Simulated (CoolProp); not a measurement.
Vapour-liquid equilibrium of R142b (1) + R113 (2) at 3.34 bar; x and y are mole fractions of (1).

Values from CoolProp's multi-fluid Helmholtz-energy mixture model, Lemmon 2006 and Marx 1992; pair parameters Bell 2016.

```csv
x,bubble temperature (°C),y at the bubble point,dew temperature at overall composition x (°C),liquid density (mol/L)
0.05,80.7,0.214,87.2,7.673
0.125,70.4,0.439,84.3,7.956
0.2,___,0.586,81.3,8.221
0.275,55.5,0.687,78.1,8.474
0.35,50.1,0.758,74.7,8.721
0.425,45.6,0.810,71.1,8.965
0.5,41.7,0.850,67.2,9.210
0.575,38.4,0.882,62.8,9.459
0.65,___,0.909,58.0,9.714
0.725,32.9,0.932,52.6,9.979
0.8,30.5,0.952,46.4,10.25
0.875,28.2,0.971,39.2,___
0.95,26.0,0.988,30.7,10.85
```

**Question.** What belongs in the gaps?

**Answer.** 
- 0.2, bubble temperature (°C): 62.1
- 0.65, bubble temperature (°C): 35.5
- 0.875, liquid density (mol/L): 10.54

No azeotrope shows between x = 0.05 and 0.95.

Pair parameters are fitted to limited data, so mixtures are less certain than the pure fluids.
